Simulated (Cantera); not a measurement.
Nitride etching: Si3N4 + HCl + H2

A closed system holds: 1 mol Si3N4, 3.9 mol HCl, 0.87 mol H2, held at 1175 K and 7.60 Pa.

These are equilibrium values from Cantera (NASA tables, ideal gas, pure condensed phases), not measurements of a reactor. Candidate condensed phases: NH4Cl, Si, Si3N4; 28 gas species. The tables' values for SiCl3 are old estimates; treat these amounts as uncertain. Kinetics and transport are ignored.

| Quantity | Result |
|---|---|
| x(HCl) | 0.533 |
| x(H2) | 0.314 |
| x(N2) | 0.0609 |
| x(SiCl2) | 0.0409 |
| x(SiCl4) | 0.0375 |
| x(SiCl3) | 0.0125 |
| x(SiHCl3) | 0.000521 |
| x(Cl) | 1.17e-5 |
| x(H) | 7.89e-6 |
| n(Si3N4(s)) | 0.852 mol |
| gas amount | 4.851 mol |
| log10 activity of Si(s) (absent) | -1.70 |
